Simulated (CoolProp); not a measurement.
o-xylene along the isobar 0.434 MPa: fugacity coefficient from the reference equation and from simpler models built on Tc = 357.1 °C, pc = 3.737 MPa, ω = 0.312; each cubic takes its own stable root.

The numbers come from the reference Helmholtz-energy equation of state, Zhou 2012 in CoolProp.

```
T (°C)   phase  reference  Redlich-Kwong  Peng-Robinson
------  ------  ---------  -------------  -------------
119.15  liquid     0.1123         0.2509              ?
136.65  liquid     0.1845              ?              ?
154.15  liquid     0.2878         0.5383         0.2903
171.65  liquid     0.4291              ?         0.4334
189.25  liquid     0.6160         0.9066         0.6233
206.75  liquid     0.8519         0.9157         0.8633
224.25     gas     0.9023         0.9236         0.9107
241.75     gas     0.9141         0.9305         0.9193
259.25     gas     0.9239         0.9367         0.9268
276.75     gas     0.9321         0.9421         0.9336
294.35     gas     0.9391         0.9470              ?
311.85     gas     0.9450         0.9514         0.9450
329.35     gas     0.9501              ?         0.9498
346.85     gas     0.9546         0.9588              ?
```

Q: Some entries are withheld; supply them.

A: 
- 119.15, Peng-Robinson: 0.1131
- 136.65, Redlich-Kwong: 0.3758
- 136.65, Peng-Robinson: 0.1859
- 171.65, Redlich-Kwong: 0.7418
- 294.35, Peng-Robinson: 0.9396
- 329.35, Redlich-Kwong: 0.9553
- 346.85, Peng-Robinson: 0.9541

At some of these states Redlich-Kwong gives the other phase, because its saturation line lies elsewhere.
